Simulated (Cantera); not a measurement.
Input: 1 mol B₂O₃, 0.14 mol O₂, equilibrated at 1225 K and 11.0 Pa.

Cantera equilibrium calculation (NASA polynomials, part measured and part estimated; ideal gas, pure solids and liquids). Candidate condensed phases: B, B₂O₃; 10 gas species. Kinetics and transport are ignored.

Base state: O₂ 1.000, B₂O₃ 0.000186, BO₂ 2.72e-5 (mole fractions); condensed: B₂O₃(l).

Problem. What changes in the equilibrium state with this change: 0.019 mol HF added?

Solution. 
```tsv
species	before	after
O₂	1.000	0.837
BOF	0	0.0781
HF	0	0.0348
H₂O	0	0.0297
HBO₂	0	0.0194
BF₃	0	0.000214
OH	0	3.14e-5
B₃O₃F₃	0	2.84e-5
BO₂	2.72e-5	2.61e-5
B₂O₃	0.000186	0.000186
B₂O₃(l), mol	1.000	0.992
```
Further candidate phases: B₃O₃H₃, H₂O.
